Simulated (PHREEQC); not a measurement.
Solution (25 °C): 0.0012 mol/kgw ZnSO4 and 8.3e-05 mol/kgw Al2(SO4)3. Closed to the air; pH follows from the charge balance.

Model: ion-association model, wateq4f.dat, run in PHREEQC.

This is a speciation only: nothing precipitates in the calculation.

Q: Order these Al species by the share of Al that they hold, largest first: AlOH+2, Al+3, Al(SO4)2-, AlSO4+, Al(OH)2+.

A: AlSO4+ (53 %), Al+3 (32 %), AlOH+2 (10 %), Al(OH)2+ (2.8 %), Al(SO4)2- (1.5 %)

Q: Order these Zn species by the share of Zn that they hold, largest first: Zn(SO4)2-2, ZnSO4, Zn+2.

A: Zn+2 (86 %), ZnSO4 (13 %), Zn(SO4)2-2 (0.13 %)

The pH is 4.64 and the ionic strength 0.00479 mol/kgw. Examples of supersaturated solids here: Basaluminite, Boehmite (slow to form). Others may be too.
